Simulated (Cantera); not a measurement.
Cantera run:

```python
import numpy as np
import cantera as ct

gas_names = """
    CL CL2 H HCL H2 Si SiCL SiCL2 SiCL3 SiCL4 SiH SiHCL3 SiH2 SiH2CL2 SiH3 SiH3CL SiH4 Si2 Si3
""".split()
cond_names = """
    Si(cr) Si(L)
""".split()


def load(file, names, dense=False):
    # The tables refer to 1 bar. Condensed volumes are neglected.
    table = {s.name: s for s in ct.Species.list_from_file(file)}
    out = []
    for n in names:
        d = dict(table[n].input_data)
        d["thermo"] = dict(d["thermo"], **{"reference-pressure": 1e5})
        if dense:
            d["equation-of-state"] = {"model": "constant-volume", "density": "1e6 g/cm^3"}
        out.append(ct.Species.from_dict(d))
    return out


gas = ct.Solution(thermo="ideal-gas", species=load("nasa_gas.yaml", gas_names))
cond = {s.name: ct.Solution(thermo="fixed-stoichiometry", species=[s], name=s.name)
        for s in load("nasa_condensed.yaml", cond_names, dense=True)}
atoms = {
    'SiHCl3': {'Si': 1, 'H': 1, 'CL': 3},
    'Cl2': {'CL': 2},
    'H2': {'H': 2},
}
top_T = {}  # K; cautious upper limits of use, not melting points


def equilibrate(T, P, feed):
    n = {}
    for name, mol in feed.items():
        for a, k in atoms[name].items():
            n[a] = n.get(a, 0.0) + k * mol
    gas.TPX = T, P, n
    mass = sum(n.values()) * gas.mean_molecular_weight
    gas.equilibrate("TP")
    valid = [c for c in cond.values() if c.min_temp <= T <= top_T.get(c.name, c.max_temp)]
    mix = ct.Mixture([(gas, mass / gas.mean_molecular_weight)] + [(c, 0.0) for c in valid])
    mix.T, mix.P = T, P
    mix.equilibrate("TP", solver="vcs", rtol=1e-11, max_steps=5000)
    return mix


results = []
feed = {'SiHCl3': 1, 'Cl2': 0.023, 'H2': 5.4}  # mol
P = 9000  # Pa
for T in [800, 825, 850, 875, 900, 925, 950, 975]:
    mix = equilibrate(T, P, feed)
    results.append((T, P, feed, dict(zip(mix.species_names, mix.species_moles))))

top = {s: max(r[3][s] / sum(r[3][g] for g in gas_names) for r in results) for s in gas_names}
cols = sorted((s for s in top if top[s] > 0.0001), key=lambda s: -top[s])[:9]
seen = [c for c in cond_names if any(r[3].get(c, 0) > 1e-12 for r in results)]
print("log10 of partial pressures in bar; condensed amounts in mol")
print(f"{'T/K':>10s}" + "".join(f"{s[:9]:>10s}" for s in cols + seen))
for T, P, feed, n in results:
    ng = sum(n[g] for g in gas_names)
    print(f"{T:10.4g}" + "".join(f"{np.log10(max(n[s] / ng * P / 1e5, 1e-99)):10.3f}" for s in cols)
          + "".join(f"{n.get(c, 0):10.4g}" for c in seen))
```

Output:

```
log10 of partial pressures in bar; condensed amounts in mol
       T/K        H2     SiCL4    SiHCL3       HCL     SiCL3   SiH2CL2     SiCL2    Si(cr)
       800    -1.104    -2.085    -2.566    -3.666    -5.174    -4.140    -6.217    0.1897
       825    -1.104    -2.085    -2.571    -3.525    -4.966    -4.131    -5.902    0.1917
       850    -1.104    -2.085    -2.577    -3.393    -4.772    -4.124    -5.607     0.194
       875    -1.105    -2.087    -2.582    -3.269    -4.588    -4.117    -5.328    0.1968
       900    -1.106    -2.088    -2.588    -3.152    -4.416    -4.111    -5.066       0.2
       925    -1.106    -2.091    -2.594    -3.042    -4.254    -4.106    -4.819    0.2039
       950    -1.107    -2.094    -2.602    -2.939    -4.102    -4.102    -4.585    0.2082
       975    -1.108    -2.099    -2.609    -2.841    -3.958    -4.100    -4.365    0.2132
```

Equilibrium computed with Cantera from the NASA thermochemical tables; the gas is ideal and each condensed phase is pure. The tables' values for SiCl3 are old estimates; treat these amounts as uncertain.
